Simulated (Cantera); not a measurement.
Input (Python, Cantera) and output of one run.

```python
import numpy as np
import cantera as ct

gas_names = """
    C CN CO CO2 C2 CCN CNC C2N2 C2O C3 C3O2 C4 C4N2 C5 Fe FeC5O5 FeO N NCO NO NO2 NO3 N2 N2O O O2 O3
""".split()
cond_names = """
    C(gr) Fe(a) Fe(c) Fe(d) Fe(L) FeC5O5(L) FeO(s) FeO(L) Fe2O3(s) Fe3O4(s)
""".split()


# ... load() reads the species with a 1 bar reference pressure and builds the phases ...
atoms = {
    'Fe(CO)5': {'Fe': 1, 'C': 5, 'O': 5},
    'O2': {'O': 2},
    'N2': {'N': 2},
}
top_T = {'C(gr)': 4500, 'Fe2O3(s)': 1830, 'Fe3O4(s)': 1870}  # K; cautious upper limits of use, not melting points


# ... equilibrate(T, P, feed) seeds the gas with the atoms and calls Mixture.equilibrate('TP', solver="vcs", rtol=1e-11, max_steps=5000) ...
results = []
feed = {'Fe(CO)5': 1, 'O2': 2.5, 'N2': 0.11}  # mol
T = 1498  # K
P = 1333.22  # Pa
mix = equilibrate(T, P, feed)
results.append((T, P, feed, dict(zip(mix.species_names, mix.species_moles))))
x = sorted(zip(gas.X, gas.species_names), reverse=True)
print(f"T = {T:g} K  P = {P:g} Pa  gas = {mix.phase_moles(0):.4g} mol")
print("   x: " + "  ".join(f"{s} {v:.3e}" for v, s in x if v > 0.0001))
print("   condensed (mol): " + ("  ".join(f"{mix.phase(i).name} {mix.phase_moles(i):.4g}"
      for i in range(1, mix.n_phases) if mix.phase_moles(i) > 1e-12) or "none"))
```

Result:

```
T = 1498 K  P = 1333.22 Pa  gas = 5.11 mol
   x: CO2 7.828e-01  CO 1.957e-01  N2 2.153e-02
   condensed (mol): FeO(s) 1
```

Cantera equilibrium calculation (NASA polynomials, part measured and part estimated; ideal gas, pure solids and liquids). The tables' stoichiometric FeO is somewhat more stable than real wüstite, so its field is too wide. FeO: taken at fixed stoichiometry.
